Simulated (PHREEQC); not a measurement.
A solution holds 0.0016 mol HF, 4.9e-05 mol Na2CO3 and 0.0105 mol LiCl per kg of water, at 20 °C. Closed to the air; pH follows from the charge balance.

The numbers come from PHREEQC with the ion-association model, phreeqc.dat.

Precipitation was switched off in this run.

Predict the pH.

pH 3.16.

In which forms is F present?

F- 54 %, HF 46 % of the F.
